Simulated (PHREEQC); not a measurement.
Dissolve 0.14 mol/kgw CdBr2 at 25 °C. Closed to the air; pH follows from the charge balance.

All values are PHREEQC results (ion-association model, wateq4f.dat), not measurements.

The ionic strength comes out as 0.136 mol/kgw. What activity coefficients do Br-, CdBr+, Cd+2 get?

Br- 0.76, CdBr+ 0.76, Cd+2 0.34.

Precipitation was switched off in this run.
